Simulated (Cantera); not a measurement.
A Cantera script and its output.

```python
import numpy as np
import cantera as ct

gas = ct.Solution("gri30.yaml")
gas.TPX = 1848, 3900, {'C2H6': 1, 'N2': 57}
inlet = ct.Reservoir(gas, clone=True)

reactor = ct.IdealGasConstPressureReactor(gas, energy="off", clone=False)
exhaust = ct.Reservoir(gas, clone=True)
tau = [0.35, 0.18, 0.091, 0.047, 0.024, 0.012, 0.0062, 0.0032, 0.0016, 0.00083][0]
for a, b in ((inlet, reactor), (reactor, exhaust)):
    ct.MassFlowController(a, b, mdot=lambda t: reactor.mass / tau)
net = ct.ReactorNet([reactor])
show = ['C2H6', 'C2H2', 'CH2', 'CH4', 'HCN', 'CH3']

rows = []
print(f"{'tau/s':>10s}{'T/K':>9s}" + "".join(f"{s:>11s}" for s in show))
for tau in [0.35, 0.18, 0.091, 0.047, 0.024, 0.012, 0.0062, 0.0032, 0.0016, 0.00083]:
    net.initial_time = 0.0
    net.advance(30 * tau)
    before = gas.X
    net.advance(40 * tau)
    drift = np.max(np.abs(gas.X - before) / (gas.X + 1e-9))
    rows.append([gas.T, *gas[show].X, drift])
    print(f"{tau:10.3e}{gas.T:9.1f}" + "".join(f"{x:11.3e}" for x in gas[show].X))
```

Output:

```
     tau/s      T/K       C2H6       C2H2        CH2        CH4        HCN        CH3
 3.500e-01   1848.0  4.868e-06  1.586e-02  4.972e-06  6.991e-04  5.813e-04  2.698e-04
 1.800e-01   1848.0  9.301e-06  1.575e-02  6.887e-06  9.120e-04  4.317e-04  3.754e-04
 9.100e-02   1848.0  1.801e-05  1.554e-02  9.542e-06  1.182e-03  3.175e-04  5.269e-04
 4.700e-02   1848.0  3.401e-05  1.523e-02  1.296e-05  1.494e-03  2.353e-04  7.321e-04
 2.400e-02   1848.0  6.467e-05  1.476e-02  1.747e-05  1.859e-03  1.727e-04  1.024e-03
 1.200e-02   1848.0  1.249e-04  1.405e-02  2.340e-05  2.268e-03  1.248e-04  1.448e-03
 6.200e-03   1848.0  2.327e-04  1.308e-02  3.032e-05  2.650e-03  9.064e-05  2.012e-03
 3.200e-03   1848.0  4.322e-04  1.172e-02  3.839e-05  2.958e-03  6.488e-05  2.790e-03
 1.600e-03   1848.0  8.231e-04  9.775e-03  4.761e-05  3.089e-03  4.464e-05  3.893e-03
 8.300e-04   1848.0  1.504e-03  7.417e-03  5.590e-05  2.911e-03  3.021e-05  5.235e-03
```

Cantera simulation using GRI-Mech 3.0 (53 species, 325 reactions); the numbers are that mechanism's predictions, not measurements. GRI-Mech 3.0 stops at C3 and has no aromatics, soot or wall deposition, so with more carbon than oxygen in the feed, carbon stays in small species such as C2H2 where larger ones or solid carbon would form. Radical loss at walls, strong at low pressure, is not modelled.
